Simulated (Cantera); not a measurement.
Input (Python, Cantera) and output of one run.

```python
import numpy as np
import cantera as ct

gas_names = """
    F F2 H HF H2 H2F2 H3F3 H4F4 H5F5 H6F6 H7F7 N NF NF2 NF3 NH NH2 NH3 N2 N2H2 N2H4 Si SiF SiF2 SiF3
    SiF4 SiH SiHF3 SiH2 SiH2F2 SiH3 SiH3F SiH4 SiN Si2 Si2N Si3
""".split()
cond_names = """
    Si(cr) Si(L) Si3N4(a)
""".split()


# ... load() reads the species with a 1 bar reference pressure and builds the phases ...
atoms = {
    'Si': {'Si': 1},
    'HF': {'H': 1, 'F': 1},
    'N2': {'N': 2},
}
top_T = {'Si3N4(a)': 2400}  # K; cautious upper limits of use, not melting points


# ... equilibrate(T, P, feed) seeds the gas with the atoms and calls Mixture.equilibrate('TP', solver="vcs", rtol=1e-11, max_steps=5000) ...
results = []
feed = {'Si': 1, 'HF': 4.9, 'N2': 0.39}  # mol
T = 1223  # K
P = 1200  # Pa
mix = equilibrate(T, P, feed)
results.append((T, P, feed, dict(zip(mix.species_names, mix.species_moles))))
print(gas.report(threshold=0.001))
for i in range(1, mix.n_phases):
    print(f"{mix.phase(i).name:16s} {mix.phase_moles(i):12.5e} mol")
```

Result:

```
       temperature   1223 K
          pressure   1200 Pa
           density   0.0037697 kg/m^3
  mean mol. weight   31.944 kg/kmol
   phase of matter   gas

                          1 kg             1 kmol
                     ---------------   ---------------
          enthalpy       -1.2264e+07       -3.9177e+08  J
   internal energy       -1.2582e+07       -4.0193e+08  J
           entropy            9087.7         2.903e+05  J/K
    Gibbs function       -2.3378e+07        -7.468e+08  J
 heat capacity c_p            1513.9             48361  J/K
 heat capacity c_v            1253.7             40047  J/K

                      mass frac. Y      mole frac. X     chem. pot. / RT
                     ---------------   ---------------   ---------------
                HF           0.13142           0.20983           -55.997
                H2          0.029419           0.46616           -23.215
                N2          0.079723          0.090908           -32.228
              SiF4           0.75932           0.23305           -205.67
     [  +33 minor]        0.00012235        4.7694e-05

Si(cr)            0.00000e+00 mol
Si3N4(a)          0.00000e+00 mol
```

Cantera equilibrium calculation (NASA polynomials, part measured and part estimated; ideal gas, pure solids and liquids). The tables' values for SiF3 are old estimates; treat these amounts as uncertain.
